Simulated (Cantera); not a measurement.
V₂O₃ + H₂ + N₂ (hydrogen reduction and annealing atmospheres)

Charge: 1 mol V₂O₃, 0.89 mol H₂, 2.8 mol N₂, at 0.00133 bar.

Cantera equilibrium calculation (NASA polynomials, part measured and part estimated; ideal gas, pure solids and liquids). Candidate condensed phases: H₂O, V, VN, VO, V₂O₃, V₂O₄, V₂O₅; 28 gas species. Mutual solubility and eutectic melting of coexisting phases are not modelled. VN, VO: taken at fixed stoichiometry. Condensed phases not in the tables: the oxides between V₂O₃ and V₂O₅ other than VO₂, solid solutions among these carbides, nitrides and lower oxides, V₂N. Kinetics and transport are ignored.

```tsv
T (°C)	x N₂	x H₂	x VO₂	x H	x VO	x H₂O	n VN(s)	n V₂O₃(s)	n VO(s)	n VO(l)
727	0.759	0.241	<1e-12	3.05e-8	<1e-12	0.000187	0.000459	1.000	0	0
827	0.759	0.241	<1e-12	3.48e-7	<1e-12	0.000209	0.000513	1.000	0	0
927	0.759	0.241	9.84e-12	2.65e-6	<1e-12	0.000227	0.000558	1.000	0	0
1027	0.759	0.241	4.18e-10	1.49e-5	5.44e-11	0.000243	0	0.999	0.00179	0
1127	0.759	0.241	1.40e-8	6.54e-5	1.88e-9	0.000484	0	0.998	0.00357	0
1227	0.759	0.240	2.90e-7	0.000236	3.99e-8	0.000877	0	0.997	0.00647	0
1327	0.759	0.239	4.05e-6	0.000728	5.68e-7	0.00147	0	0.995	0.0109	0
1427	0.758	0.238	4.09e-5	0.00197	5.84e-6	0.00231	0	0.991	0.0172	0
1527	0.757	0.235	0.000316	0.00475	4.57e-5	0.00343	0	0.986	0.0264	0
1627	0.753	0.229	0.00195	0.0104	0.000284	0.00483	0	0.975	0.0422	0
1727	0.742	0.219	0.00988	0.0208	0.00146	0.00641	0	0.938	0.0804	0
1827	0.706	0.197	0.0450	0.0378	0.00598	0.00865	0	0.787	0	0.224
1927	0.575	0.143	0.193	0.0582	0.0196	0.0108	0	0.00522	0	0.954
```
x: gas mole fraction; n: condensed amount in mol.

From 727 °C to 927 °C the condensed part is VN(s) + V₂O₃(s). From 1027 °C to 1727 °C the condensed part is VO(s) + V₂O₃(s). From 1827 °C to 1927 °C the condensed part is VO(l) + V₂O₃(s).
